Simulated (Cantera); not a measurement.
# Equilibrium for thermal oxidation and active oxidation of silicon: Si + H₂O + H₂ + N₂O

A closed system holds: 1 mol Si, 0.013 mol H₂O, 58 mol H₂, 0.71 mol N₂O, equilibrated at 54.8 Torr.

Method: chemical equilibrium by Gibbs-energy minimisation in Cantera with the NASA 1993 tables (ideal gas, pure condensed phases). Candidate condensed phases: H₂O, Si, SiO₂, Si₂N₂O, Si₃N₄; 35 gas species. Mutual solubility and eutectic melting of coexisting phases are not modelled. The tables' values for SiN are old estimates; treat these amounts as uncertain. The tables hold silica as quartz up to 1696 K and as liquid above; real silica turns to tridymite and cristobalite and melts near 1996 K. Gases not in the tables: Si₂H₆ and higher silanes. Equilibrium is a limit: real reactors are often held back by kinetics, nucleation or transport.

```json
[
 {"T (°C)": "827", "x H₂": "0.995", "x H": "9.55e-8", "x SiO": "1.72e-10", "x N₂": "0.00487", "x Si": "<1e-12", "x SiH": "<1e-12", "n SiO₂(β-quartz)": "0.148", "n Si₂N₂O(s)": "0.426", "n Si(l)": "0"},
 {"T (°C)": "977", "x H₂": "0.995", "x H": "1.78e-6", "x SiO": "1.33e-7", "x N₂": "0.00487", "x Si": "<1e-12", "x SiH": "<1e-12", "n SiO₂(β-quartz)": "0.148", "n Si₂N₂O(s)": "0.426", "n Si(l)": "0"},
 {"T (°C)": "1127", "x H₂": "0.995", "x H": "1.80e-5", "x SiO": "2.42e-5", "x N₂": "0.00487", "x Si": "6.56e-12", "x SiH": "8.82e-12", "n SiO₂(β-quartz)": "0.147", "n Si₂N₂O(s)": "0.426", "n Si(l)": "0"},
 {"T (°C)": "1277", "x H₂": "0.993", "x H": "0.000116", "x SiO": "0.00152", "x N₂": "0.00535", "x Si": "3.60e-9", "x SiH": "2.55e-9", "n SiO₂(β-quartz)": "0.117", "n Si₂N₂O(s)": "0.397", "n Si(l)": "0"},
 {"T (°C)": "1427", "x H₂": "0.985", "x H": "0.000541", "x SiO": "0.00757", "x N₂": "0.00736", "x Si": "3.01e-6", "x SiH": "1.25e-6", "n SiO₂(β-quartz)": "0", "n Si₂N₂O(s)": "0.277", "n Si(l)": "0"},
 {"T (°C)": "1577", "x H₂": "0.974", "x H": "0.00197", "x SiO": "0.0121", "x N₂": "0.0119", "x Si": "8.83e-5", "x SiH": "2.34e-5", "n SiO₂(β-quartz)": "0", "n Si₂N₂O(s)": "0", "n Si(l)": "0.268"},
 {"T (°C)": "1727", "x H₂": "0.969", "x H": "0.00593", "x SiO": "0.0121", "x N₂": "0.0119", "x Si": "0.000596", "x SiH": "0.000108", "n SiO₂(β-quartz)": "0", "n Si₂N₂O(s)": "0", "n Si(l)": "0.227"},
 {"T (°C)": "1877", "x H₂": "0.957", "x H": "0.0153", "x SiO": "0.0120", "x N₂": "0.0118", "x Si": "0.00307", "x SiH": "0.000397", "n SiO₂(β-quartz)": "0", "n Si₂N₂O(s)": "0", "n Si(l)": "0.0445"}
]
```
x: gas mole fraction; n: condensed amount in mol.

From 827 °C to 1277 °C the condensed part is SiO₂(β-quartz) + Si₂N₂O(s). At 1427 °C the condensed part is Si₂N₂O(s). From 1577 °C to 1877 °C the condensed part is Si(l).
